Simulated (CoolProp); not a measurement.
Vapour-liquid equilibrium of benzene (1) + dimethyl carbonate (2) at 3.96 bar; x and y are mole fractions of (1).

Values from CoolProp's multi-fluid Helmholtz-energy mixture model, Thol 2012 and Zhou 2011; pair parameters Bell 2016.

Q: Give the bubble temperature and the first vapour's composition at x = 0.05, 0.35, 0.5. Is there an azeotrope?

A: x = 0.05: 411.9 K, y = 0.071; x = 0.35: 407.4 K, y = 0.408; x = 0.5: 406.1 K, y = 0.544. y crosses x between x = 0.8 and 0.95: the model has an azeotrope there.

The pair parameters rest on a limited set of measurements; away from them the model extrapolates.
